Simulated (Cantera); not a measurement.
Input: 1 mol c-C4F8, 0.1 mol CH4, 0.15 mol F2, held at 3223.15 K and 0.0170 bar.

Method: chemical equilibrium by Gibbs-energy minimisation in Cantera with the NASA 1993 tables (ideal gas, pure condensed phases). Candidate condensed phases: C, C6H6, C7H8, C8H18; 95 gas species. The feed counts by its element totals alone. Kinetics and transport are ignored.

Task: What is the equilibrium state?

Result: 
```
Item                                        Value
--------------------------------------  ---------
x(F)                                        0.717
x(CF)                                       0.103
x(C3)                                      0.0895
x(HF)                                      0.0402
x(C)                                       0.0175
x(CF2)                                     0.0154
x(C2)                                      0.0117
x(H)                                      0.00266
x(C5)                                     0.00203
gas amount                              9.310 mol
log10 activity of C(graphite) (absent)      -0.09
```
